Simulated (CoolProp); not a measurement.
Model: reference Helmholtz-energy equation of state, Tillner-Roth 1997, in CoolProp.

Task: Give the vapour pressure (MPa), liquid cp (kJ/(kg K)), liquid conductivity (mW/(m K)) of saturated CH2F2 (R32) at 288.3, 303.2 K.

Result: 
```tsv
T (K)	p (MPa)	liquid cp (kJ/(kg K))	liquid conductivity (mW/(m K))
288.3	1.29	1.84	142
303.2	1.93	2.00	130
```

Thermal conductivity comes from a separate model (Huber 2003), an estimate that may be off by 10 % or more.
